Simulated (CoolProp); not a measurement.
A Linde-Hampson liquefier for methane: isothermal reversible compression at 230 K from 1 atm to 15 MPa, throttling to 1 atm, return gas leaving the recuperator 2 K below the feed. Each further row changes one setting.

Computed with CoolProp (reference Helmholtz-energy equation of state, Setzmann 1991).

```csv
case,liquid yield per pass,compression work (kJ/kg of gas)
as stated,…,520
high pressure 30 MPa,…,…
warm-end temperature 260 K,…,…
warm-end gap 7 K,…,520
```

Problem. Fill in the missing entries.

Solution. 
- as stated, liquid yield per pass: 0.366
- high pressure 30 MPa, liquid yield per pass: 0.408
- high pressure 30 MPa, compression work (kJ/kg of gas): 577
- warm-end temperature 260 K, liquid yield per pass: 0.246
- warm-end temperature 260 K, compression work (kJ/kg of gas): 620
- warm-end gap 7 K, liquid yield per pass: 0.357
